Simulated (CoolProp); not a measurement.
R1336mzz(E) at 337.24 K and 0.485 MPa is throttled through a valve to 0.0685 MPa with no heat exchange. Each further row changes one setting.

Model: reference Helmholtz-energy equation of state, Akasaka 2023, in CoolProp.

```csv
case,temperature change (K),final density (kg/m³)
as stated,___,___
outlet pressure 0.0206 MPa,___,1.25
outlet pressure 0.0891 MPa,-7.8,5.47
```

Task: Complete the blanks.

Result: 
- as stated, temperature change (K): -8.2
- as stated, final density (kg/m³): 4.19
- outlet pressure 0.0206 MPa, temperature change (K): -9.1
